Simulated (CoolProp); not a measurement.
Computed with CoolProp (reference Helmholtz-energy equation of state, Lemmon 2016).

Q: Give the vapour pressure (kPa), liquid density (kg/m³), vapour density (kg/m³), enthalpy of vaporisation (kJ/kg) of saturated R365MFC at -17.95, -10.75, 32.85 °C.

A: 
```
T (°C)  p (kPa)  liquid density (kg/m³)  vapour density (kg/m³)  enthalpy of vaporisation (kJ/kg)
------  -------  ----------------------  ----------------------  --------------------------------
-17.95     6.97                    1350                   0.489                               214
-10.75     10.5                    1330                   0.719                               211
32.85      77.2                    1240                    4.67                               192
```
